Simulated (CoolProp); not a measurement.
R1336mzz(E) at several states: fugacity coefficient from the reference equation and from simpler models built on Tc = 403.5 K, pc = 2779 kPa, ω = 0.413; each cubic takes its own stable root.

The numbers come from the reference Helmholtz-energy equation of state, Akasaka 2023 in CoolProp.

```json
[
 {"T (K)": "213.5", "p (kPa)": "10.2", "phase": "liquid", "reference": "___", "Redlich-Kwong": "___", "Soave-Redlich-Kwong": "0.2133"},
 {"T (K)": "391.4", "p (kPa)": "4500", "phase": "liquid", "reference": "0.3812", "Redlich-Kwong": "___", "Soave-Redlich-Kwong": "0.4026"},
 {"T (K)": "337.2", "p (kPa)": "44.8", "phase": "gas", "reference": "0.9890", "Redlich-Kwong": "0.9909", "Soave-Redlich-Kwong": "0.9899"},
 {"T (K)": "275.1", "p (kPa)": "100", "phase": "liquid", "reference": "0.7617", "Redlich-Kwong": "___", "Soave-Redlich-Kwong": "___"}
]
```

Task: Complete the blanks.

Result: 
- 213.5, reference: 0.2054
- 213.5, Redlich-Kwong: 0.9929
- 391.4, Redlich-Kwong: 0.4183
- 275.1, Redlich-Kwong: 0.9646
- 275.1, Soave-Redlich-Kwong: 0.7652

At some of these states Redlich-Kwong gives the other phase, because its saturation line lies elsewhere.
